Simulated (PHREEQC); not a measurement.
Solution (31 °C): 0.0061 mol HF, 0.21 mol NaBF4 and 3.8e-06 mol H4SiO4 per kg of water. Closed to the air; pH follows from the charge balance.

Model: ion-association model, phreeqc.dat, run in PHREEQC.

Problem. The ionic strength comes out as 0.213 mol/kgw. What activity coefficients do BF2(OH)2-, F-, SiF6-2, H+, BF4- get?

Solution. BF2(OH)2- 0.74, F- 0.70, SiF6-2 0.29, H+ 0.79, BF4- 0.74.

Precipitation was switched off in this run. SiF6-2 is the database's only silicon fluoride. Real BF4- forms and hydrolyses slowly; the run takes it at equilibrium.
